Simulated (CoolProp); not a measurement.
Properties of hexamethyldisiloxane (MM) along the isobar 0.101 MPa.

The numbers come from the reference Helmholtz-energy equation of state, Thol 2016 in CoolProp.

```
T (°C)   phase         Z  cp (kJ/(kg K))  Joule-Thomson coefficient (K/MPa)  fugacity coefficient
------  ------  --------  --------------  ---------------------------------  --------------------
46.05   liquid  0.008383           1.956                            -0.3680                0.1459
69.15   liquid  0.008098           2.021                            -0.3175                0.3552
92.25   liquid  0.007882           2.090                            -0.2537                0.7459
115.45     gas    0.9458           1.764                              23.43                0.9487
138.55     gas    0.9565           1.818                              18.64                0.9583
161.75     gas    0.9644           1.873                              15.23                0.9656
184.85     gas    0.9705           1.928                              12.73                0.9713
208.05     gas    0.9753           1.981                              10.83                0.9758
231.15     gas    0.9791           2.033                              9.378                0.9794
254.25     gas    0.9822           2.084                              8.228                0.9824
277.45     gas    0.9847           2.133                              7.293                0.9849
300.55     gas    0.9869           2.181                              6.520                0.9870
323.75     gas    0.9887           2.227                              5.864                0.9888
346.85     gas    0.9903           2.272                              5.303                0.9903
```
